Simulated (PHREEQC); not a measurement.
0.059 g of hydrous ferric oxide (600 m²/g; 0.2 weak and 0.005 strong sites per Fe, Dzombak-Morel constants, diffuse double layer) in 1 kg of water with 0.1 mol/kgw of an inert sodium salt and 0.0023 mmol/kgw MgCl2, at 25 °C; the pH is set by adding NaOH or the inert anion's acid. Oxygen alone is held at its pressure in air (log pO2 = -0.68). CO2 from the air is kept out. No solid was allowed to form.

The series has 13 steps of pH, from 3 to 9.

All values are PHREEQC results (ion-association model, wateq4f.dat), not measurements.

Problem. Near which pH is half of the Mg sorbed, and on which side is more sorbed?

Solution. Near pH 8.6, with more sorbed at higher pH.

The oxide is taken as insoluble; below pH 4 it would dissolve.
